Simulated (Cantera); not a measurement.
Cantera run, input and output.

```python
import numpy as np
import cantera as ct

gas = ct.Solution("gri30.yaml")
gas.TPX = 2148, 95000, {'CH4': 1, 'H2O': 1.3, 'H2': 0.23}
inlet = ct.Reservoir(gas, clone=True)

reactor = ct.IdealGasConstPressureReactor(gas, energy="off", clone=False)
exhaust = ct.Reservoir(gas, clone=True)
tau = [2, 0.88, 0.38, 0.16, 0.071, 0.031, 0.013, 0.0057][0]
for a, b in ((inlet, reactor), (reactor, exhaust)):
    ct.MassFlowController(a, b, mdot=lambda t: reactor.mass / tau)
net = ct.ReactorNet([reactor])
show = ['CH4', 'H2O', 'H2', 'CH2O', 'C2H4', 'CH2CO', 'OH']

rows = []
print(f"{'tau/s':>10s}{'T/K':>9s}" + "".join(f"{s:>11s}" for s in show))
for tau in [2, 0.88, 0.38, 0.16, 0.071, 0.031, 0.013, 0.0057]:
    net.initial_time = 0.0
    net.advance(30 * tau)
    before = gas.X
    net.advance(40 * tau)
    drift = np.max(np.abs(gas.X - before) / (gas.X + 1e-9))
    rows.append([gas.T, *gas[show].X, drift])
    print(f"{tau:10.3e}{gas.T:9.1f}" + "".join(f"{x:11.3e}" for x in gas[show].X))
```

Result:

```
     tau/s      T/K        CH4        H2O         H2       CH2O       C2H4      CH2CO         OH
 2.000e+00   2148.0  6.160e-04  6.342e-02  7.124e-01  1.289e-07  4.701e-07  1.963e-07  4.115e-05
 8.800e-01   2148.0  1.170e-03  6.493e-02  7.109e-01  1.946e-07  1.659e-06  4.857e-07  4.207e-05
 3.800e-01   2148.0  2.096e-03  6.845e-02  7.076e-01  3.153e-07  5.094e-06  1.205e-06  4.433e-05
 1.600e-01   2148.0  3.574e-03  7.604e-02  7.009e-01  5.468e-07  1.362e-05  2.946e-06  4.927e-05
 7.100e-02   2148.0  5.622e-03  8.893e-02  6.900e-01  9.676e-07  2.990e-05  6.509e-06  5.773e-05
 3.100e-02   2148.0  8.617e-03  1.099e-01  6.723e-01  1.818e-06  6.004e-05  1.390e-05  7.164e-05
 1.300e-02   2148.0  1.312e-02  1.421e-01  6.453e-01  3.638e-06  1.158e-04  2.889e-05  9.328e-05
 5.700e-03   2148.0  1.920e-02  1.827e-01  6.107e-01  7.060e-06  2.083e-04  5.352e-05  1.209e-04
```

Computed with Cantera and GRI-Mech 3.0 (53 species, 325 reactions).
